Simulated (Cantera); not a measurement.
A Cantera script and what it prints.

```python
import numpy as np
import cantera as ct

gas_names = """
    CO Si2C SiO
""".split()
cond_names = """
    C(gr)
""".split()


# ... load() reads the species with a 1 bar reference pressure and builds the phases ...
species = {s.name: s for s in load("nasa_gas.yaml", gas_names) + load("nasa_condensed.yaml", cond_names)}
# Each term lists the table entries of one substance; the one whose range holds T is used.
reactions = {
    '2 CO(g) + Si2C(g) = 2 SiO(g) + 3 C':
        [(-2, ['CO']), (-1, ['Si2C']), (2, ['SiO']), (3, ['C(gr)'])],
}


def pick(names, T):
    return next(species[n] for n in names if species[n].thermo.min_temp <= T <= species[n].thermo.max_temp)


results = []
for label, terms in reactions.items():
    print(label)
    print("     T/K   dH/kJ  dS/(J/K)   dG/kJ   log10 K")
    for T in [1075, 1225, 1375, 1525, 1675, 1825, 1975]:
        used = [(nu, pick(names, T)) for nu, names in terms]
        dH = sum(nu * s.thermo.h(T) for nu, s in used) / 1e6
        dS = sum(nu * s.thermo.s(T) for nu, s in used) / 1e3
        dG = dH - T * dS / 1e3
        logK = -dG * 1e6 / (ct.gas_constant * T * np.log(10))
        results.append((label, T, dH, dS, dG, logK, [s.name for _, s in used]))
        print(f"{T:8g} {dH:8.1f} {dS:8.1f} {dG:8.1f} {logK:8.2f}")
```

Output:

```
2 CO(g) + Si2C(g) = 2 SiO(g) + 3 C
     T/K   dH/kJ  dS/(J/K)   dG/kJ   log10 K
    1075   -513.9   -199.3   -299.6    14.56
    1225   -512.0   -197.7   -269.8    11.51
    1375   -510.0   -196.1   -240.3     9.13
    1525   -507.8   -194.6   -211.0     7.23
    1675   -505.6   -193.3   -181.9     5.67
    1825   -503.3   -192.0   -153.0     4.38
    1975   -501.0   -190.7   -124.3     3.29
```

Cantera with NASA thermochemical tables; ideal gases at 1 bar, condensed phases pure. Condensed species are held in their standard states even where they would react or evaporate.
